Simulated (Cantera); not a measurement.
An isothermal, constant-pressure homogeneous reactor starts with 7.62 % C2H6, 91.4 % N2, 0.990 % H2O, at 1625 K and 101000 Pa.

Detailed kinetics in Cantera: GRI-Mech 3.0 (53 species, 325 reactions). GRI-Mech 3.0 stops at C3 and has no aromatics, soot or wall deposition, so with more carbon than oxygen in the feed, carbon stays in small species such as C2H2 where larger ones or solid carbon would form.

x: mole fraction; the columns are a selection and need not sum to one.

```
t (s)      x C2H6     x HCN     x CH3    x CH2    x C2H    x CH4    x C2H2
--------  -------  --------  --------  -------  -------  -------  --------
2.00e-6    0.0753  9.89e-12   0.00122  2.74e-7   <1e-12  6.85e-5   5.34e-9
1.50e-5    0.0630   9.26e-8   0.00415  5.88e-6  4.67e-9  0.00246  0.000133
0.000112        …         …         …        …        …        …         …
0.000843  5.38e-5   4.86e-7  0.000144  4.26e-8  4.96e-8   0.0230    0.0412
0.00632   1.29e-5   4.82e-7   8.33e-5  1.59e-8  3.90e-8   0.0222    0.0547
0.0474    9.13e-6   4.93e-7   7.11e-5  1.40e-8  4.12e-8   0.0188    0.0572
0.356     2.19e-6   5.56e-7   3.49e-5  7.72e-9  4.52e-8  0.00888    0.0608
2.67            …         …         …        …  4.46e-8        …    0.0603
20.0      3.74e-7   1.66e-6   1.20e-5  2.18e-9  4.30e-8  0.00312    0.0592
```

Complete the blanks.


- 0.000112, x C2H6: 0.00975
- 0.000112, x HCN: 4.28e-7
- 0.000112, x CH3: 0.00178
- 0.000112, x CH2: 2.91e-6
- 0.000112, x C2H: 1.42e-7
- 0.000112, x CH4: 0.0193
- 0.000112, x C2H2: 0.0129
- 2.67, x C2H6: 5.09e-7
- 2.67, x HCN: 7.62e-7
- 2.67, x CH3: 1.51e-5
- 2.67, x CH2: 3.19e-9
- 2.67, x CH4: 0.00386
